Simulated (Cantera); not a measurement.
An adiabatic, constant-volume homogeneous reactor starts with H2 : O2 : N2 : H2O = 1 : 0.12 : 1.04 : 0.068 (molar parts), at 1600 K and 0.540 bar.

Detailed kinetics in Cantera: the H2/O2 subset of GRI-Mech 3.0, which has no nitrogen chemistry.

**Question.** Predict: time of steepest temperature rise; temperature at 3.00 s; equilibrium temperature; x(H2) at 3.00 s; x(O2) at 3.00 s; x(H2O) at 3.00 s; x(H) at 3.00 s; x(H2O2) at 3.00 s; x(OH) at 3.00 s.

**Answer.** 
| Quantity | Value |
|---|---|
| time of steepest temperature rise | 34.9 µs |
| temperature at 3.00 s | 2439 K |
| equilibrium temperature | 2439 K |
| x(H2) at 3.00 s | 0.352 (gas-phase equilibrium 0.352) |
| x(O2) at 3.00 s | 4.18e-6 (gas-phase equilibrium 4.18e-6) |
| x(H2O) at 3.00 s | 0.144 (gas-phase equilibrium 0.144) |
| x(H) at 3.00 s | 0.0129 (gas-phase equilibrium 0.0129) |
| x(H2O2) at 3.00 s | 1.61e-9 (gas-phase equilibrium 1.61e-9) |
| x(OH) at 3.00 s | 0.00102 (gas-phase equilibrium 0.00102) |
